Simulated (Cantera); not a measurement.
A closed system holds: 1 mol CH₃Cl, 0.048 mol CH₄, 0.083 mol H₂, at 2150 K and 24.0 Torr.

Method: chemical equilibrium by Gibbs-energy minimisation in Cantera with the NASA 1993 tables (ideal gas, pure condensed phases). Equilibrium is a limit: real reactors are often held back by kinetics, nucleation or transport.

```tsv
species	before	after
H₂	0.529	0.422
HCl	0.442	0.313
H	0.0172	0.169
Cl	0.0105	0.0873
C₂	2.32e-9	1.29e-5
C₃	2.68e-8	0.000136
C	1.92e-8	3.55e-5
C₂H	9.98e-7	0.000317
C₄H₂	8.06e-7	6.65e-5
C₂H₂ (vinylidene)	2.00e-7	1.03e-5
C(graphite), mol	1.04	1.00
```
Gas species are given as mole fractions.

### Question
What was changed between the two runs?
(A) temperature from 2150 K to 2448 K
(B) temperature from 2150 K to 625 K
(C) temperature from 2150 K to 2648 K
(D) pressure from 24.0 Torr to 7.50 Torr

### Answer
C, temperature from 2150 K to 2648 K
